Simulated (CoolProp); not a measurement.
The numbers come from the reference Helmholtz-energy equation of state, Akasaka 2023 in CoolProp.

Task: For R1224YDZ, give the phase and the cv (kJ/(kg K)), speed of sound (m/s) at 374.9 K and 0.0325 MPa; 374.9 K and 0.281 MPa; 374.9 K and 0.578 MPa.

Result: 
- 374.9 K and 0.0325 MPa: gas; cv 0.830, speed of sound 149
- 374.9 K and 0.281 MPa: gas; cv 0.843, speed of sound 143
- 374.9 K and 0.578 MPa: gas; cv 0.862, speed of sound 136
